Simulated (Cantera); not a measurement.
A freely propagating, adiabatic, planar premixed flame of 31.6 % H2, 14.4 % O2, 54.0 % N2, equivalence ratio 1.1, unburnt at 475 K and 5.00 bar; mixture-averaged transport, grid criteria slope 0.08 and curve 0.16, no radiation.

Model: the H2/O2 subset of GRI-Mech 3.0, which has no nitrogen chemistry, integrated in Cantera. The hydrogen kinetics of GRI-Mech 3.0 are dated; newer H2 mechanisms differ, most at raised pressure. Burning velocities carry a grid error of a few per cent, more on coarse grids.

x: mole fraction of selected species; z is measured from the peak of heat release.

```tsv
z (mm)	T (K)	u (m/s)	x H2	x O2	x H2O2	x OH	x H	x H2O
-0.161	475	5.00	0.316	0.144	<1e-8	<1e-8	<1e-8	<1e-8
-0.107	475	5.00	0.316	0.144	<1e-8	<1e-8	<1e-8	2.61e-8
-0.0806	475	5.00	0.316	0.144	<1e-8	<1e-8	<1e-8	4.35e-7
-0.0537	476	5.00	0.315	0.144	___	<1e-8	<1e-8	8.93e-6
-0.0269	514	5.30	0.299	0.146	___	1.70e-5	8.29e-6	0.00152
-0.0134	819	8.11	0.252	0.140	___	0.00111	0.00211	0.0293
0	1319	12.6	0.171	0.105	___	0.00323	0.0160	0.111
0.0134	1670	15.8	0.0998	0.0561	___	0.00825	0.0309	0.200
0.0269	1862	17.5	0.0673	0.0296	___	0.0127	0.0341	0.246
0.0537	2046	19.1	0.0536	0.0161	___	0.0157	0.0278	0.271
0.107	2211	20.4	0.0488	0.0110	___	0.0154	0.0184	0.287
0.215	2346	21.5	0.0437	0.00734	___	0.0133	0.0112	0.301
0.430	2442	22.2	0.0387	0.00454	___	0.0106	0.00677	0.313
```

Task: What belongs in the gaps?

Result: 
- -0.0537, x H2O2: 5.83e-8
- -0.0269, x H2O2: 1.59e-5
- -0.0134, x H2O2: 0.000107
- 0, x H2O2: 3.51e-5
- 0.0134, x H2O2: 5.45e-6
- 0.0269, x H2O2: 3.14e-6
- 0.0537, x H2O2: 1.83e-6
- 0.107, x H2O2: 1.15e-6
- 0.215, x H2O2: 7.85e-7
- 0.430, x H2O2: 5.45e-7
